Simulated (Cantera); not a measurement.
A perfectly stirred reactor is fed with H₂ : O₂ : N₂ = 1 : 1 : 7.2 (molar parts), at 0.158 atm; it is held at 1325 K, and followed from long to short residence time.

Computed with Cantera and the H2/O2 subset of GRI-Mech 3.0, which has no nitrogen chemistry. The temperature is held fixed by assumption; the heat of reaction is taken as removed at once.

Problem. What does this change do: pressure from 0.158 atm to 0.132 atm?

Solution. 
```json
[
 {"quantity": "x(H₂) at τ = 11.0 s", "before": "4.23e-5", "after": "5.17e-5"},
 {"quantity": "x(O₂) at τ = 11.0 s", "before": "0.0574", "after": "0.0574"},
 {"quantity": "x(HO₂) at τ = 11.0 s", "before": "5.21e-7", "after": "5.35e-7"},
 {"quantity": "x(H₂O₂) at τ = 11.0 s", "before": "6.05e-8", "after": "6.04e-8"},
 {"quantity": "x(H) at τ = 11.0 s", "before": "4.58e-6", "after": "6.61e-6"},
 {"quantity": "x(H₂) at τ = 65.0 ms", "before": "0.00124", "after": "0.00150"},
 {"quantity": "x(O₂) at τ = 65.0 ms", "before": "0.0573", "after": "0.0573"},
 {"quantity": "x(HO₂) at τ = 65.0 ms", "before": "4.36e-6", "after": "3.88e-6"},
 {"quantity": "x(H₂O₂) at τ = 65.0 ms", "before": "4.30e-7", "after": "3.97e-7"},
 {"quantity": "x(H) at τ = 65.0 ms", "before": "0.000773", "after": "0.00110"}
]
```

Problem. What does this change do: pressure from 0.158 atm to 0.612 atm?

Solution. 
```
quantity                  before     after
----------------------  --------  --------
x(H₂) at τ = 11.0 s      4.23e-5   1.24e-5
x(O₂) at τ = 11.0 s       0.0574    0.0575
x(HO₂) at τ = 11.0 s     5.21e-7   3.97e-7
x(H₂O₂) at τ = 11.0 s    6.05e-8   5.23e-8
x(H) at τ = 11.0 s       4.58e-6   3.09e-7
x(H₂) at τ = 65.0 ms     0.00124  0.000371
x(O₂) at τ = 65.0 ms      0.0573    0.0574
x(HO₂) at τ = 65.0 ms    4.36e-6   7.42e-6
x(H₂O₂) at τ = 65.0 ms   4.30e-7   5.88e-7
x(H) at τ = 65.0 ms     0.000773   5.33e-5
```
